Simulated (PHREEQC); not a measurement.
A solution holds 0.041 mol HF, 0.0007 mol (NH4)2SiF6, 0.00045 mol HBF4 and 0.036 mol H2SO4 per kg of water, at 25 °C. Closed to the air; pH follows from the charge balance.

The numbers come from PHREEQC with the ion-association model, phreeqc.dat.

| quantity | before | after |
|---|---|---|
| pH | 1.38 | 1.44 |
| SO4-2 (mol/kgw) | 0.0114 | 0.00651 |
| F- (mol/kgw) | 0.000821 | 0.000475 |
| HF2- (mol/kgw) | 0.000126 | 8.43e-5 |

Problem. Name the change that produced these shifts.
A) 0.03 mol/kgw CO2 added
B) (NH4)2SiF6 replaced by Cu(BF4)2 at the same molality
C) temperature from 25 to 60 °C
D) (NH4)2SiF6 left out

Solution. C, temperature from 25 to 60 °C

This is a speciation only: nothing precipitates in the calculation. Away from 25 °C the constants follow the database's enthalpies or fits; those with neither stay at their 25 °C values. SiF6-2 is the database's only silicon fluoride. Real BF4- forms and hydrolyses slowly; the run takes it at equilibrium.
